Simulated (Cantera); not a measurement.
A perfectly stirred reactor is fed with 61.3 % NO, 38.7 % N₂, at 0.0257 atm; it is held at 1675 K, and followed from long to short residence time.

Model: GRI-Mech 3.0 (53 species, 325 reactions), integrated in Cantera. Radical loss at walls, strong at low pressure, is not modelled.

x: mole fraction; the columns are a selection and need not sum to one.

```
τ (s)     x NO      x O      x O₂   x N₂  x N₂O
-------  -----  -------  --------  -----  -----
27       0.575  3.75e-5    0.0190  0.406      …
3.7      0.608  2.40e-5   0.00264  0.389      …
0.51     0.613  1.94e-5  0.000302  0.387      …
0.070    0.613  1.29e-5   1.71e-5  0.387      …
0.0095   0.613  4.38e-6   2.29e-7  0.387      …
0.0013   0.613  8.22e-7   4.03e-9  0.387      …
0.00018  0.613  1.21e-7  8.10e-11  0.387      …
```

**Question.** Some entries are withheld; supply them.

**Answer.** 
- 27, x N₂O: 0.000110
- 3.7, x N₂O: 0.000122
- 0.51, x N₂O: 9.55e-5
- 0.070, x N₂O: 3.52e-5
- 0.0095, x N₂O: 6.17e-6
- 0.0013, x N₂O: 8.78e-7
- 0.00018, x N₂O: 1.22e-7
